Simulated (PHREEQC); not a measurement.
A solution holds 0.59 mol HF, 0.0049 mol KF, 3.3e-07 mol Na2SiO3 and 0.014 mol H3PO4 per kg of water, at 87 °C. Closed to the air; pH follows from the charge balance.

All values are PHREEQC results (ion-association model, phreeqc.dat), not measurements.

No solid was allowed to form.

Q: Estimate the pH, ionic strength.

A: pH 1.74; ionic strength 0.0262 mol/kgw.

Q: In which forms is F present?

A: HF 93 %, HF2- 5.5 %, F- 1.2 % of the F.

Species that the database lacks are ignored. At this temperature some constants are extrapolated from 25 °C, and those without enthalpy data are left unchanged. SiF6-2 is the database's only silicon fluoride.
